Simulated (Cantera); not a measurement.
# NO annealing gas

An isothermal, constant-pressure homogeneous reactor starts with 5.00 % NO, 95.0 % N2, at 2175 K and 10.00 Torr.

Detailed kinetics in Cantera: GRI-Mech 3.0 (53 species, 325 reactions). Radical loss at walls, strong at low pressure, is not modelled.

| t (s) | x NO | x O | x NO2 | x O2 | x N2O | x N2 |
|---|---|---|---|---|---|---|
| 1.00e-5 | 0.0500 | 1.25e-9 | <1e-12 | <1e-12 | 1.24e-9 | 0.950 |
| 5.62e-5 | 0.0500 | 7.02e-9 | <1e-12 | <1e-12 | 6.99e-9 | 0.950 |
| 0.000316 | 0.0500 | 4.00e-8 | 3.34e-12 | 1.39e-11 | 3.88e-8 | 0.950 |
| 0.00178 | 0.0500 | 2.39e-7 | 8.19e-11 | 4.56e-10 | 2.04e-7 | 0.950 |
| 0.0100 | 0.0500 | 1.69e-6 | 1.16e-9 | 1.72e-8 | 8.02e-7 | 0.950 |
| 0.0562 | 0.0500 | 1.27e-5 | 1.02e-8 | 7.34e-7 | 1.29e-6 | 0.950 |
| 0.316 | 0.0499 | 7.69e-5 | 6.47e-8 | 2.63e-5 | 1.28e-6 | 0.950 |
| 1.78 | 0.0479 | 0.000446 | 3.91e-7 | 0.000823 | 1.11e-6 | 0.951 |
| 10.0 | 0.0176 | 0.00223 | 7.19e-7 | 0.0151 | 1.33e-7 | 0.965 |
x: mole fraction; the columns are a selection and need not sum to one.

Equilibrium at this temperature and pressure: NO 0.00424, O 0.00293, NO2 2.06e-7, O2 0.0214, N2O 3.03e-8, N2 0.971 (gas phase only).
